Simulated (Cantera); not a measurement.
Feed: 1 mol borazine, 0.24 mol N₂, 9.5 mol H₂, 0.96 mol O₂, equilibrated at 2077 °C and 1.33 mbar.

Equilibrium computed with Cantera from the NASA thermochemical tables; the gas is ideal and each condensed phase is pure. Candidate condensed phases: B, BN, B₂O₃, B₃O₃H₃, H₂O; 39 gas species. The feed counts by its element totals alone. The tables' values for BH₂ are old estimates; treat these amounts as uncertain. Kinetics and transport are ignored.

Base state: H₂ 0.538, H 0.250, N₂ 0.0936, BO 0.0826, HBO 0.0164, B 0.0140, B₂O 0.00255, BH₂ 0.00138 (mole fractions); condensed: B(l).

Question: What changes in the equilibrium state with this change: temperature from 2077 °C to 1775 °C?

Answer: 
```csv
species,before,after
H₂,0.538,0.728
N₂,0.0936,0.109
H,0.250,0.0523
HBO,0.0164,0.0505
B,0.0140,0.000218
BO,0.0826,0.0504
B₂O₃,3.13e-7,3.01e-5
BN,7.87e-5,2.54e-6
HBO₂,9.51e-7,2.52e-5
BH,0.000288,1.31e-5
"B(l), mol",0.739,0
"B(s), mol",0,1.06
```

Question: What changes in the equilibrium state with this change: borazine replaced by B₂O₃?

Answer: 
| species | before | after |
|---|---|---|
| H₂ | 0.538 | 0.476 |
| H | 0.250 | 0.236 |
| H₂O | 4.86e-7 | 0.110 |
| HBO₂ | 9.51e-7 | 0.0881 |
| N₂ | 0.0936 | 0.0190 |
| B | 0.0140 | 2.12e-8 |
| B₂O₃ | 3.13e-7 | 0.0119 |
| HBO | 0.0164 | 0.00596 |
| BO | 0.0826 | 0.0318 |
| B₂O | 0.00255 | 1.49e-9 |
| BH₂ | 0.00138 | 1.84e-9 |
| B(l), mol | 0.739 | 0 |
